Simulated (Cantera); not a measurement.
Input (Python, Cantera) and output of one run.

```python
import numpy as np
import cantera as ct

gas_names = """
    H HO2 H2 H2O H2O2 H2S H2SO4 O OH O2 O3 S SH SO SO2 SO3 S2 S2O S8
""".split()
cond_names = """
    H2O(s) H2O(L) H2SO4(L) S(cr1) S(cr2) S(L)
""".split()


# ... load() reads the species with a 1 bar reference pressure and builds the phases ...
atoms = {
    'S': {'S': 1},
    'H2': {'H': 2},
    'SO2': {'S': 1, 'O': 2},
}
top_T = {}  # K; cautious upper limits of use, not melting points


# ... equilibrate(T, P, feed) seeds the gas with the atoms and calls Mixture.equilibrate('TP', solver="vcs", rtol=1e-11, max_steps=5000) ...
results = []
feed = {'S': 1, 'H2': 7.5, 'SO2': 0.0057}  # mol
P = 133.322  # Pa
for T in [1523, 1598, 1673, 1748, 1823, 1898, 1973, 2048]:
    mix = equilibrate(T, P, feed)
    results.append((T, P, feed, dict(zip(mix.species_names, mix.species_moles))))
    x = sorted(zip(gas.X, gas.species_names), reverse=True)
    print(f"T = {T:g} K  P = {P:g} Pa  gas = {mix.phase_moles(0):.4g} mol")
    print("   x: " + "  ".join(f"{s} {v:.3e}" for v, s in x if v > 1e-06))
    print("   condensed (mol): " + ("  ".join(f"{mix.phase(i).name} {mix.phase_moles(i):.4g}"
          for i in range(1, mix.n_phases) if mix.phase_moles(i) > 1e-12) or "none"))
```

Result:

```
T = 1523 K  P = 133.322 Pa  gas = 7.91 mol
   x: H2 9.202e-01  S2 4.936e-02  H2S 2.430e-02  SH 3.777e-03  H2O 1.436e-03  H 6.072e-04  S 3.221e-04  SO 4.760e-06
   condensed (mol): none
T = 1598 K  P = 133.322 Pa  gas = 7.941 mol
   x: H2 9.220e-01  S2 5.152e-02  H2S 1.778e-02  SH 5.085e-03  H2O 1.425e-03  H 1.400e-03  S 7.360e-04  SO 9.778e-06
   condensed (mol): none
T = 1673 K  P = 133.322 Pa  gas = 7.968 mol
   x: H2 9.218e-01  S2 5.243e-02  H2S 1.320e-02  SH 6.587e-03  H 2.995e-03  S 1.546e-03  H2O 1.411e-03  SO 1.862e-05
   condensed (mol): none
T = 1748 K  P = 133.322 Pa  gas = 7.999 mol
   x: H2 9.191e-01  S2 5.224e-02  H2S 9.936e-03  SH 8.251e-03  H 5.999e-03  S 3.017e-03  H2O 1.391e-03  SO 3.316e-05
   condensed (mol): none
T = 1823 K  P = 133.322 Pa  gas = 8.041 mol
   x: H2 9.132e-01  S2 5.097e-02  H 1.134e-02  SH 1.002e-02  H2S 7.544e-03  S 5.517e-03  H2O 1.360e-03  SO 5.545e-05  OH 1.175e-06
   condensed (mol): none
T = 1898 K  P = 133.322 Pa  gas = 8.101 mol
   x: H2 9.027e-01  S2 4.852e-02  H 2.034e-02  SH 1.178e-02  S 9.493e-03  H2S 5.745e-03  H2O 1.316e-03  SO 8.729e-05  OH 2.426e-06
   condensed (mol): none
T = 1973 K  P = 133.322 Pa  gas = 8.191 mol
   x: H2 8.859e-01  S2 4.475e-02  H 3.478e-02  S 1.540e-02  SH 1.339e-02  H2S 4.353e-03  H2O 1.256e-03  SO 1.294e-04  OH 4.682e-06
   condensed (mol): none
T = 2048 K  P = 133.322 Pa  gas = 8.325 mol
   x: H2 8.607e-01  H 5.690e-02  S2 3.959e-02  S 2.356e-02  SH 1.464e-02  H2S 3.250e-03  H2O 1.179e-03  SO 1.804e-04  OH 8.485e-06
   condensed (mol): none
```

Equilibrium computed with Cantera from the NASA thermochemical tables; the gas is ideal and each condensed phase is pure.
